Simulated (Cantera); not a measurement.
A closed system holds: 1 mol Pb, 2.4 mol NH3, 8.3 mol H2, equilibrated at 0.00460 bar.

Equilibrium computed with Cantera from the NASA thermochemical tables; the gas is ideal and each condensed phase is pure. Candidate condensed phases: Pb; 11 gas species. The numbers say what is thermodynamically allowed, not how fast it happens.

Question: What share of the Pb ends up in condensed phases as a function of T (K), at 825, 900, 975, 1050, 1125, 1200, 1275, 1350, 1425, 1500?

Answer: 
```json
[
 {"T (K)": "825", "Pb condensed (%)": "100.0", "as": "Pb(l)"},
 {"T (K)": "900", "Pb condensed (%)": "99.6", "as": "Pb(l)"},
 {"T (K)": "975", "Pb condensed (%)": "97.4", "as": "Pb(l)"},
 {"T (K)": "1050", "Pb condensed (%)": "86.6", "as": "Pb(l)"},
 {"T (K)": "1125", "Pb condensed (%)": "43.8", "as": "Pb(l)"},
 {"T (K)": "1200", "Pb condensed (%)": "0.0", "as": "-"},
 {"T (K)": "1275", "Pb condensed (%)": "0.0", "as": "-"},
 {"T (K)": "1350", "Pb condensed (%)": "0.0", "as": "-"},
 {"T (K)": "1425", "Pb condensed (%)": "0.0", "as": "-"},
 {"T (K)": "1500", "Pb condensed (%)": "0.0", "as": "-"}
]
```
